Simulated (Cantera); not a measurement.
Feed: 1 mol ZrO₂, 11 mol H₂, at 0.683 Torr.

Method: chemical equilibrium by Gibbs-energy minimisation in Cantera with the NASA 1993 tables (ideal gas, pure condensed phases). Candidate condensed phases: H₂O, Zr, ZrO₂; 12 gas species. Rates play no part. All values below are at 1725 °C.

Base state: H₂ 0.948, H 0.0518 (mole fractions); condensed: ZrO₂(tetragonal).

Question: What changes in the equilibrium state with this change: ZrO₂ replaced by Fe₃O₄?

Answer: 
```
species                 before     after
---------------------  -------  --------
H₂                       0.948     0.476
H₂O                    7.42e-6     0.275
Fe                           0     0.208
H                       0.0518    0.0367
FeO                          0   0.00239
O                      1.61e-9  0.000119
ZrO₂(tetragonal), mol    1.000         0
```
Further candidate phases: Fe, FeO, Fe(OH)₂, Fe(OH)₃, Fe₂O₃, Fe₃O₄.

Question: What changes in the equilibrium state with this change: pressure from 0.683 Torr to 0.150 Torr?

Answer: 
```json
[
 {"species": "H₂", "before": "0.948", "after": "0.893"},
 {"species": "H", "before": "0.0518", "after": "0.107"},
 {"species": "ZrO", "before": "7.36e-6", "after": "1.53e-5"},
 {"species": "H₂O", "before": "7.42e-6", "after": "1.52e-5"},
 {"species": "ZrO₂(tetragonal), mol", "before": "1.000", "after": "1.000"}
]
```
